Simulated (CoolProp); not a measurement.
Computed with CoolProp (reference Helmholtz-energy equation of state, Setzmann 1991).

For methane, give the phase and the cp (kJ/(kg K)), viscosity (µPa s), conductivity (mW/(m K)) at -80.15 °C and 1.95 bar.


- -80.15 °C and 1.95 bar: gas; cp 2.12, viscosity 7.61, conductivity 21.1

Viscosity comes from a separate model (Quiñones-Cisneros 2006). Thermal conductivity comes from a separate model (Friend 1989).
